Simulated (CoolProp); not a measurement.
The numbers come from the reference Helmholtz-energy equation of state, Gao 2022 in CoolProp.

Q: Give the vapour pressure (kPa), liquid density (kg/m³), enthalpy of vaporisation (kJ/kg), vapour Z of saturated n-perfluorohexane at 99.95, 134.05 °C.

A: 
```csv
T (°C),p (kPa),liquid density (kg/m³),enthalpy of vaporisation (kJ/kg),vapour Z
99.95,355,1430,70.7,0.843
134.05,778,1260,55.8,0.711
```
